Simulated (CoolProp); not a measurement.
R410A along the isotherm 328.1 K: density (kg/m³) from the reference equation and from simpler models built on Tc = 344.5 K, pc = 4.901 MPa, ω = 0.296; each cubic takes its own stable root.

Values from CoolProp's reference Helmholtz-energy equation of state, Lemmon 2003. It is a pseudo-pure fit of the blend.

```csv
p (MPa),phase,reference
0.189,gas,5.117
0.377,gas,10.39
0.566,gas,15.90
0.754,gas,21.60
0.943,gas,27.59
1.13,gas,33.77
1.32,gas,40.37
1.51,gas,47.33
1.7,gas,54.69
1.89,gas,62.51
2.07,gas,70.43
```

Question: How far does each simpler model (van der Waals, Soave-Redlich-Kwong) lie from the reference over these 11 states: mean and median of the absolute difference, and the worst?

Answer: 
- van der Waals: mean 3.1 %, median 2.9 %, worst -6.5 % at 328.1 K and 2.07 MPa
- Soave-Redlich-Kwong: mean 1.2 %, median 1.1 %, worst -2.6 % at 328.1 K and 2.07 MPa
